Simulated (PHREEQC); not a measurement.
## Copper plating or etch bath: an equilibrium model

Consider water at 55 °C with 0.037 mol CuSO4, 7e-06 mol HBF4 and 8.3e-05 mol H3BO3 per kg of water. Closed to the air; pH follows from the charge balance.

Model: ion-association model, wateq4f.dat, run in PHREEQC.

| Item | Result |
|---|---|
| pH | 4.34 |
| ionic strength | 0.0839 mol/kgw |
| total alkalinity | -0.0280 meq/kg |

| species | molality | activity | log γ |
|---|---|---|---|
| SO4-2 | 0.0209 | 0.00787 | -0.425 |
| Cu+2 | 0.0209 | 0.00840 | -0.396 |
| CuSO4 | 0.0160 | 0.0163 | 0.008 |
| HSO4- | 9.26e-5 | 7.20e-5 | -0.109 |
| H3BO3 | 9.00e-5 | 9.17e-5 | 0.008 |
| Cu2(OH)2+2 | 5.97e-5 | 2.21e-5 | -0.431 |
| H+ | 5.53e-5 | 4.56e-5 | -0.084 |
| F- | 2.18e-5 | 1.67e-5 | -0.117 |
| CuF+ | 4.19e-6 | 3.27e-6 | -0.108 |
| CuOH+ | 2.38e-6 | 1.84e-6 | -0.113 |
| HF | 1.98e-6 | 2.02e-6 | 0.008 |
| Cu(OH)2 | 8.24e-8 | 8.40e-8 | 0.008 |

Precipitation was switched off in this run. Complexes and solids missing from the database can't appear. At this temperature some constants are extrapolated from 25 °C, and those without enthalpy data are left unchanged. Real BF4- forms and hydrolyses slowly; the run takes it at equilibrium.
